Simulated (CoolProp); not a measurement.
Vapour-liquid equilibrium of ethylene (1) + propylene (2) at 168 K; x and y are mole fractions of (1).

Computed with CoolProp (multi-fluid Helmholtz-energy mixture model, Smukala 2000 and Lemmon 2013; pair parameters Bell 2016).

```csv
x,bubble pressure (kPa),y at the bubble point,dew pressure at overall composition x (kPa),liquid density (mol/L)
0.05,7.668,0.680,2.704,16.28
0.2,22.74,0.908,3.197,16.85
0.35,37.09,0.953,3.909,17.45
0.5,50.56,0.973,5.030,18.06
0.65,63.32,0.984,7.051,18.71
0.8,75.84,0.992,11.78,19.38
0.95,88.79,0.998,35.55,20.07
```

No azeotrope shows between x = 0.05 and 0.95.

Pair parameters are fitted to limited data, so mixtures are less certain than the pure fluids.
